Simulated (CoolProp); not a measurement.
Vapour pressure (MPa) of ethanol: the reference equation beside estimates from Tc = 241.6 °C, pc = 6.268 MPa, ω = 0.644. Clausius-Clapeyron is anchored at -9.45 °C with a constant enthalpy of vaporisation of 43.98 kJ/mol.

Values from CoolProp's reference Helmholtz-energy equation of state, Schroeder 2014.

```csv
T (°C),reference,Clausius-Clapeyron,van der Waals,Redlich-Kwong,Soave-Redlich-Kwong
-29.75,0.0001479,0.0001505,0.1182,0.006312,___
-22.95,0.0002696,0.0002717,0.1435,0.009491,0.0001901
-16.25,0.0004705,0.0004715,0.1721,0.01381,0.0003498
-9.45,0.0008019,0.0008019,0.2050,0.01972,0.0006251
-2.75,0.001317,0.001318,0.2417,0.02739,0.001070
4.05,0.002120,0.002130,0.2833,0.03745,0.001786
10.75,0.003305,0.003342,___,0.05004,0.002872
17.55,0.005066,0.005168,0.3806,0.06602,0.004525
24.35,0.007595,0.007833,0.4374,0.08573,0.006947
31.05,0.01109,0.01159,0.4988,0.1093,0.01035
37.85,___,0.01695,0.5669,0.1381,0.01518
44.55,0.02252,0.02426,0.6400,0.1718,___
51.35,0.03137,___,0.7204,0.2119,0.03057
58.05,0.04281,0.04783,0.8060,0.2580,0.04212
64.85,0.05784,0.06595,0.8996,0.3120,0.05736
```

Q: Fill in the missing entries.

A: 
- -29.75, Soave-Redlich-Kwong: 9.813e-5
- 10.75, van der Waals: 0.3291
- 37.85, reference: 0.01599
- 44.55, Soave-Redlich-Kwong: 0.02169
- 51.35, Clausius-Clapeyron: 0.03439

Absolute difference from the reference over all 15 rows, mean and median: Clausius-Clapeyron 4.2 and 2.0 %, van der Waals 17690.2 and 7412.8 %, Redlich-Kwong 1593.6 and 1203.2 %, Soave-Redlich-Kwong 13.2 and 10.7 %.
